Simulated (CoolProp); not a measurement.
Saturated liquid density (kg/m³) of C2F6 (R116): the reference equation beside estimates from Tc = 293.0 K, pc = 3.048 MPa, ω = 0.257. Rackett uses Z = 0.29056 − 0.08775 ω.

Values from CoolProp's reference Helmholtz-energy equation of state, Lemmon 2006. It is a short technical equation, of lower accuracy than the large ones.

| T (K) | reference | Rackett | van der Waals | Redlich-Kwong | Soave-Redlich-Kwong | Peng-Robinson |
|---|---|---|---|---|---|---|
| 202.6 | 1571 | 1650 | ___ | 1442 | 1499 | 1697 |
| 212.4 | 1525 | 1601 | 963.5 | 1390 | 1450 | 1643 |
| 222.1 | 1477 | ___ | ___ | 1334 | 1396 | 1583 |
| 231.9 | 1425 | 1494 | 898.9 | 1274 | 1336 | 1516 |
| 241.6 | 1370 | 1435 | 862.5 | 1208 | 1270 | 1442 |
| 251.3 | 1308 | 1370 | 822.3 | 1136 | 1196 | 1357 |
| 261.1 | 1238 | 1296 | 776.4 | 1053 | 1109 | 1257 |
| 270.8 | 1157 | 1210 | 723.3 | 958.8 | 1008 | 1139 |

Problem. What belongs in the gaps?

Solution. 
- 202.6, van der Waals: 992.7
- 222.1, Rackett: 1549
- 222.1, van der Waals: 932.6

Absolute difference from the reference over all 8 rows, mean and median: Rackett 4.8 and 4.8 %, van der Waals 37.0 and 37.0 %, Redlich-Kwong 11.8 and 11.2 %, Soave-Redlich-Kwong 7.5 and 6.8 %, Peng-Robinson 5.2 and 5.8 %.
